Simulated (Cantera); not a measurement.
# Ignition delay

Mixture: 13.6 % CH4, 0.803 % C2H6, 15.0 % O2, 70.6 % N2, equivalence ratio 2.0, at 7.60 bar, adiabatic and at constant pressure. Ignition delay is the time to a rise of 400 K.

Cantera simulation using GRI-Mech 3.0 (53 species, 325 reactions); the numbers are that mechanism's predictions, not measurements.

```csv
T0 (K),delay (ms)
1000,29.5
1100,7.83
1200,2.79
1300,1.07
1400,0.415
1500,0.163
1600,0.0664
1700,0.0293
1800,0.0144
1900,0.00787
```

- apparent activation energy between 1700 and 1900 K: 180 kJ/mol
